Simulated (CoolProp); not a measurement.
A single-stage vapour-compression cycle with C3F8 (R218): evaporating at 201.15 K (dew point), condensing at 248.15 K (bubble point), superheat 8 K, subcooling 8 K, compressor efficiency 0.85, no pressure losses. Each further row changes one setting.

Values from CoolProp's reference Helmholtz-energy equation of state, Lemmon 2006. It is a short technical equation, of lower accuracy than the large ones.

```
case                              cooling COP  pressure ratio  discharge temperature (K)  refrigerating effect (kJ/kg)  volumetric capacity (kJ/m³)
--------------------------------  -----------  --------------  -------------------------  ----------------------------  ---------------------------
as stated                                3.05            11.4                      254.2                          85.3                          137
evaporating temperature 206.15 K         3.62            8.27                      253.7                          88.4                          192
condensing temperature 243.15 K          3.54            9.28                      250.1                          90.2                          145
subcooling 13 K                          3.23            11.4                      254.2                          90.2                          145
superheat 18 K                           3.13            11.4                      264.6                          91.8                          141
compressor efficiency 0.75               2.70            11.4                      259.1                          85.3                          137
```
